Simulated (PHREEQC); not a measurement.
# Alkaline etch or developer: speciation

Consider water at 25 °C with 21 mmol/kgw KOH, 0.18 mmol/kgw Na2SiO3 and 5.8 mmol/kgw K2CO3. Closed to the air; pH follows from the charge balance.

Equilibrium calculation in PHREEQC: ion-association model, phreeqc.dat.

Precipitation was switched off in this run.

Q: What pH, specific conductance, ionic strength does the model give?

A: pH 12.24; specific conductance 6480 µS/cm; ionic strength 0.0387 mol/kgw.

Q: In which forms is Na present?

A: Na+ 95 %, NaCO3- 5.1 % of the Na.

Complexes and solids missing from the database can't appear.
